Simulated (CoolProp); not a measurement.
A simple Rankine cycle with water: condensing at 314.15 K, boiler at 3.43 MPa, turbine inlet 554.5 K, turbine efficiency 0.7, pump efficiency 0.8, no recuperator. Each further row changes one setting.

Computed with CoolProp (reference Helmholtz-energy equation of state, Wagner 2002).

```tsv
case	thermal efficiency (%)	net work (kJ/kg)	heat in (kJ/kg)	turbine exit temperature (K)	volume ratio over the turbine
as stated	23.8	654	2750	314.1	244
turbine inlet 574.5 K	23.9	?	2810	314.1	?
condensing temperature 306.15 K	24.6	687	2790	306.1	365
boiler pressure 2.4 MPa	22.7	634	2790	314.1	168
turbine efficiency 0.6	20.3	?	2750	314.1	?
```

**Question.** Some entries are withheld; supply them.

**Answer.** 
- turbine inlet 574.5 K, net work (kJ/kg): 671
- turbine inlet 574.5 K, volume ratio over the turbine: 235
- turbine efficiency 0.6, net work (kJ/kg): 560
- turbine efficiency 0.6, volume ratio over the turbine: 254

The expansion ends wet for: as stated; turbine inlet 574.5 K; condensing temperature 306.15 K; boiler pressure 2.4 MPa; turbine efficiency 0.6.
